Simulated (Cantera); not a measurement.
**Adiabatic ignition**

An adiabatic, constant-volume homogeneous reactor starts with CH₄ : O₂ : N₂ = 1 : 2.3 : 8.64 (molar parts), equivalence ratio 0.87, at 1400 K and 2.70 bar.

Detailed kinetics in Cantera: GRI-Mech 3.0 (53 species, 325 reactions).

```tsv
t (s)	T (K)	P (bar)	x CH₄	x O₂	x CH₂CO	x CO	x CH₂
6.00e-6	1400	2.70	0.0838	0.193	<1e-12	7.34e-12	<1e-12
1.15e-5	1400	2.70	0.0838	0.193	<1e-12	5.25e-11	<1e-12
2.19e-5	1400	2.70	0.0838	0.193	<1e-12	4.03e-10	<1e-12
4.19e-5	1400	2.70	0.0837	0.193	<1e-12	3.45e-9	<1e-12
8.02e-5	1400	2.70	0.0837	0.193	<1e-12	3.56e-8	3.69e-12
0.000153	1400	2.70	0.0837	0.193	6.37e-11	4.65e-7	2.46e-11
0.000293	1401	2.70	0.0835	0.192	3.07e-9	6.09e-6	9.56e-11
0.000560	1404	2.71	0.0829	0.192	7.33e-8	6.04e-5	2.62e-10
0.00107	1424	2.75	0.0797	0.190	3.16e-6	0.000789	2.37e-9
0.00205	2905	5.79	<1e-12	0.0302	<1e-12	0.0290	<1e-12
0.00391	2904	5.78	<1e-12	0.0300	<1e-12	0.0291	<1e-12
0.00748	2904	5.78	<1e-12	0.0300	<1e-12	0.0291	<1e-12
0.0143	2904	5.78	<1e-12	0.0300	<1e-12	0.0291	<1e-12
0.0274	2904	5.78	<1e-12	0.0300	<1e-12	0.0291	<1e-12
0.0523	2904	5.78	<1e-12	0.0300	<1e-12	0.0291	<1e-12
0.100	2904	5.78	<1e-12	0.0300	<1e-12	0.0291	<1e-12
```
x: mole fraction; the columns are a selection and need not sum to one.

```json
{
  "time_of_steepest_temperature_rise": "1.41 ms",
  "temperature at 0.100 s": "2904 K",
  "equilibrium_temperature": "2904 K",
  "x(CH₄) at 0.100 s": "<1e-12 (gas-phase equilibrium <1e-12)",
  "x(O₂) at 0.100 s": "0.0300 (gas-phase equilibrium 0.0300)",
  "x(CH₂CO) at 0.100 s": "<1e-12 (gas-phase equilibrium <1e-12)"
}
```
